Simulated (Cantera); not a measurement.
Source: NASA polynomial tables (part measured, part estimated), evaluated in Cantera. Values are per mole of reaction as written; species without (g) are pure solids or liquids, kept so even where they would boil at 1 bar.

Between 300 and 2123 K, where is each reaction favourable under standard conditions?
- S2(g) + 4 O(g) → 2 SO2(g)


- S2(g) + 4 O(g) → 2 SO2(g): ΔG° is -1606 kJ at 300 K and -867 kJ at 2123 K; it stays negative (K > 1). ΔH° is -1744 kJ and ΔS° -413 J/K at 2123 K.
